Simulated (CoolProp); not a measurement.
Vapour pressure (bar) of CH3F (R41): the reference equation beside estimates from Tc = 317.3 K, pc = 59.06 bar, ω = 0.200. Clausius-Clapeyron is anchored at 155.4 K with a constant enthalpy of vaporisation of 18.29 kJ/mol.

Values from CoolProp's reference Helmholtz-energy equation of state, Lemmon 2006. It is a short technical equation, of lower accuracy than the large ones.

```csv
T (K),reference,Lee-Kesler,Clausius-Clapeyron,van der Waals,Soave-Redlich-Kwong
155.4,0.06141,0.05217,0.06141,1.425,___
162.3,0.1122,___,0.1121,1.912,0.09984
169.3,0.1955,0.1749,0.1963,___,0.1777
176.2,0.3219,0.2943,0.3265,3.234,0.2981
183.2,0.5111,0.4767,0.5262,4.096,0.4813
190.1,0.7768,0.7371,0.8136,5.089,0.7419
197,1.142,1.100,1.220,6.235,1.105
204,1.640,1.601,1.790,7.563,1.604
210.9,2.283,2.253,2.547,9.045,2.254
217.9,3.120,3.106,3.561,10.73,3.105
224.8,4.157,4.168,4.855,12.59,4.166
231.8,5.460,5.504,6.524,14.67,5.505
238.7,7.026,7.111,8.583,16.94,7.120
245.7,8.940,9.071,11.16,19.45,9.098
252.6,11.18,11.37,14.25,22.14,11.42
```

Q: What belongs in the gaps?

A: 
- 155.4, Soave-Redlich-Kwong: 0.05332
- 162.3, Lee-Kesler: 0.09795
- 169.3, van der Waals: 2.517

Absolute difference from the reference over all 15 rows, mean and median: Lee-Kesler 4.8 and 2.4 %, Clausius-Clapeyron 10.8 and 9.1 %, van der Waals 616.6 and 361.2 %, Soave-Redlich-Kwong 4.3 and 2.2 %.
